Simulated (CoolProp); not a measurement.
Properties of acetone along the isobar 4910 kPa.

Computed with CoolProp (reference Helmholtz-energy equation of state, Lemmon 2006). It is a short technical equation, of lower accuracy than the large ones.

```tsv
T (°C)	phase	Z	speed of sound (m/s)	expansivity (1/kK)
116.75	liquid	0.1292	801.4	1.966
127.85	liquid	0.1285	753.9	2.101
138.85	liquid	0.1281	706.5	2.261
149.95	liquid	0.1280	658.1	2.458
161.05	liquid	0.1284	609.0	2.704
172.05	liquid	0.1292	559.2	3.017
183.15	liquid	0.1306	507.4	3.439
194.25	liquid	0.1329	453.2	4.041
205.25	liquid	0.1364	395.7	4.974
216.35	liquid	0.1421	331.0	6.722
227.45	liquid	0.1529	251.5	11.59
238.55	supercritical	0.2924	127.7	266.5
```
